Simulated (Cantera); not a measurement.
Charge: 1 mol (CH₃)₂SiCl₂, 0.0044 mol C₃H₈, 91 mol H₂, at 1398.15 K and 0.0100 bar.

Equilibrium computed with Cantera from the NASA thermochemical tables; the gas is ideal and each condensed phase is pure. Candidate condensed phases: C, C₆H₆, C₇H₈, C₈H₁₈, Si, SiC; 109 gas species. The feed counts by its element totals alone. Equilibrium is a limit: real reactors are often held back by kinetics, nucleation or transport.

Base state: H₂ 0.979, HCl 0.0210, H 4.69e-5, CH₄ 4.18e-5 (mole fractions); condensed: C(graphite) + SiC(s).

What changes in the equilibrium state with this change: temperature from 1398.15 K to 2623 K?


```csv
species,before,after
H₂,0.979,0.632
H,4.69e-5,0.335
HCl,0.0210,0.0126
Si,<1e-9,0.00696
SiC₂,<1e-9,0.00148
C₂H,<1e-9,0.000320
C₃,<1e-9,0.000138
SiH,<1e-9,0.000122
"C(graphite), mol",1.01,0
"SiC(s), mol",0.999,0
```
The tables' values for SiCl are old estimates; treat these amounts as uncertain.

What changes in the equilibrium state with this change: pressure from 0.0100 bar to 0.670 bar?


```json
[
 {"species": "H₂", "before": "0.979", "after": "0.976"},
 {"species": "HCl", "before": "0.0210", "after": "0.0211"},
 {"species": "CH₄", "before": "4.18e-5", "after": "0.00279"},
 {"species": "H", "before": "4.69e-5", "after": "5.72e-6"},
 {"species": "C(graphite), mol", "before": "1.01", "after": "0.749"},
 {"species": "SiC(s), mol", "before": "0.999", "after": "0.999"}
]
```
